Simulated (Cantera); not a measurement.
A closed system holds: 1 mol SiH4, 2.9 mol NH3, 42 mol N2, at 1727 °C and 24000 Pa.

These are equilibrium values from Cantera (NASA tables, ideal gas, pure condensed phases), not measurements of a reactor. Candidate condensed phases: Si, Si3N4; 18 gas species. The tables' values for SiN are old estimates; treat these amounts as uncertain. Gases not in the tables: Si2H6 and higher silanes. Rates play no part.

Base state: N2 0.870, H2 0.129, H 0.00119, Si 0.000155, Si2N 2.06e-5, SiH 1.84e-5, SiN 1.84e-5, SiH2 1.16e-5 (mole fractions); condensed: Si3N4(s).

**Question.** What changes in the equilibrium state with this change: pressure from 24000 Pa to 133 Pa?

**Answer.** 
| species | before | after |
|---|---|---|
| N2 | 0.870 | 0.849 |
| H2 | 0.129 | 0.116 |
| Si | 0.000155 | 0.0187 |
| H | 0.00119 | 0.0152 |
| Si2 | 1.37e-6 | 0.000111 |
| Si3 | 2.50e-7 | 1.36e-5 |
| SiN | 1.84e-5 | 0.000164 |
| SiH | 1.84e-5 | 0.000158 |
| Si2N | 2.06e-5 | 0.000123 |
| Si3N4(s), mol | 0.329 | 0 |
